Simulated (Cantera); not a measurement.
**Reactions in the system Ca-Cl-F-N**

Source: NASA polynomial tables (part measured, part estimated), evaluated in Cantera. Values are per mole of reaction as written; species without (g) are pure solids or liquids, kept so even where they would boil at 1 bar.

N₂(g) + 3 CaF₂ + 3 Cl₂(g) → 2 NF₃(g) + 3 CaCl₂

| T (K) | ΔH° (kJ) | ΔS° (J/K) | ΔG° (kJ) | log10 K | condensed phases |
|---|---|---|---|---|---|
| 798 | 1026.9 | -232.6 | 1212.5 | -79.37 | CaF₂(s), CaCl₂(s) |
| 898 | 1027.1 | -232.4 | 1235.8 | -71.88 | CaF₂(s), CaCl₂(s) |
| 998 | 1027.2 | -232.3 | 1259.0 | -65.90 | CaF₂(s), CaCl₂(s) |
| 1098 | 1115.5 | -147.9 | 1277.8 | -60.79 | CaF₂(s), CaCl₂(l) |
| 1198 | 1119.5 | -144.4 | 1292.4 | -56.35 | CaF₂(s), CaCl₂(l) |
| 1298 | 1122.5 | -141.9 | 1306.8 | -52.59 | CaF₂(s), CaCl₂(l) |

2 F(g) + CaCl₂ → CaF₂ + Cl₂(g)

| T (K) | ΔH° (kJ) | ΔS° (J/K) | ΔG° (kJ) | log10 K | condensed phases |
|---|---|---|---|---|---|
| 798 | -593.0 | -139.5 | -481.7 | 31.53 | CaCl₂(s), CaF₂(s) |
| 898 | -593.2 | -139.7 | -467.7 | 27.21 | CaCl₂(s), CaF₂(s) |
| 998 | -593.3 | -139.8 | -453.7 | 23.75 | CaCl₂(s), CaF₂(s) |
| 1098 | -622.6 | -167.9 | -438.3 | 20.85 | CaCl₂(l), CaF₂(s) |
| 1198 | -623.9 | -169.0 | -421.4 | 18.38 | CaCl₂(l), CaF₂(s) |
| 1298 | -624.8 | -169.7 | -404.5 | 16.28 | CaCl₂(l), CaF₂(s) |
